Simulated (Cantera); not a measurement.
An adiabatic, constant-pressure homogeneous reactor starts with CH4 : O2 : N2 : H2O = 1 : 2.47 : 9.28 : 2 (molar parts), equivalence ratio 0.81, at 1675 K and 0.830 bar.

Detailed kinetics in Cantera: GRI-Mech 3.0 (53 species, 325 reactions).

Problem. Predict: time of steepest temperature rise; temperature at 0.300 s; equilibrium temperature; x(O2) at 0.300 s; x(H2O) at 0.300 s; x(NO) at 0.300 s; x(N2O) at 0.300 s.

Solution. 
```json
{
  "time_of_steepest_temperature_rise": "0.325 ms",
  "temperature at 0.300 s": "2599 K",
  "equilibrium_temperature": "2599 K",
  "x(O2) at 0.300 s": "0.0352 (gas-phase equilibrium 0.0352)",
  "x(H2O) at 0.300 s": "0.238 (gas-phase equilibrium 0.238)",
  "x(NO) at 0.300 s": "0.00981 (gas-phase equilibrium 0.00981)",
  "x(N2O) at 0.300 s": "4.36e-7 (gas-phase equilibrium 4.36e-7)"
}
```
